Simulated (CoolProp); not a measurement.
Saturation properties of fluoroethane (R161) (Tc = 102.1 °C, pc = 5.010 MPa, ω = 0.216).

Values from CoolProp's reference Helmholtz-energy equation of state, Wu 2012.

```csv
T (°C),p (MPa),liquid density (kg/m³),vapour density (kg/m³),enthalpy of vaporisation (kJ/kg),liquid cp (kJ/(kg K))
9.65,0.5934,741.6,13.80,364.9,2.186
12.15,0.6401,736.9,14.87,361.1,2.202
14.65,0.6894,732.1,16.00,357.1,2.219
17.15,0.7416,727.2,17.20,353.1,2.237
19.65,0.7966,722.2,18.47,349.0,2.255
22.15,0.8546,717.1,19.83,344.8,2.273
24.65,0.9157,711.8,21.26,340.5,2.292
27.25,0.9826,706.2,22.84,336.0,2.313
29.75,1.050,700.7,24.46,331.5,2.333
32.25,1.121,695.1,26.17,326.9,2.355
34.75,1.196,689.4,27.98,322.2,2.377
```

It boils at -37.6 °C under 1 atm.
